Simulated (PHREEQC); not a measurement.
Consider water at 25 °C with 0.041 mmol/kgw H2SeO3, 0.48 mmol/kgw NH3 and 3.1 mmol/kgw NaCl. It is in equilibrium with CO2 at log p = -3.4 (atm). Otherwise closed; pH follows from the charge balance.

Equilibrium calculation in PHREEQC: ion-association model, wateq4f.dat.

Precipitation was switched off in this run.

Problem. Predict the pH, ionic strength.

Solution. pH 7.81; ionic strength 0.00357 mol/kgw.

Problem. In which forms is N present?

Solution. NH4+ 97 %, NH3 3.3 % of the N.
